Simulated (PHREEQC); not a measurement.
## Arsenic or selenium liquor: an equilibrium model

Dissolve 0.98 mmol/kgw H3AsO4, 0.32 mmol/kgw H3PO4 and 0.8 mmol/kgw CaCl2 at 44 °C. Closed to the air; pH follows from the charge balance.

Computed with PHREEQC (ion-association model, wateq4f.dat).

```yaml
pH: 3.00
ionic_strength: 0.00346 mol/kgw
total_alkalinity: -1.30 meq/kg
```

| species | molality | activity | log γ |
|---|---|---|---|
| Cl- | 0.00160 | 0.00150 | -0.029 |
| H+ | 0.00108 | 0.00101 | -0.026 |
| H2AsO4- | 0.000801 | 0.000749 | -0.029 |
| Ca+2 | 0.000794 | 0.000613 | -0.113 |
| H2PO4- | 0.000268 | 0.000251 | -0.028 |
| H3AsO4 | 0.000179 | 0.000179 | 0.000 |
| H3PO4 | 4.62e-5 | 4.62e-5 | 0.000 |
| CaH2PO4+ | 5.92e-6 | 5.55e-6 | -0.028 |
| HAsO4-2 | 7.23e-8 | 5.54e-8 | -0.115 |
| HPO4-2 | 2.21e-8 | 1.70e-8 | -0.113 |

No solid was allowed to form. H3PO4, which wateq4f.dat lacks, is added to it with the constant of phreeqc.dat. Constants without temperature data keep their 25 °C values here. The database has no arsenate complexes of Ca.
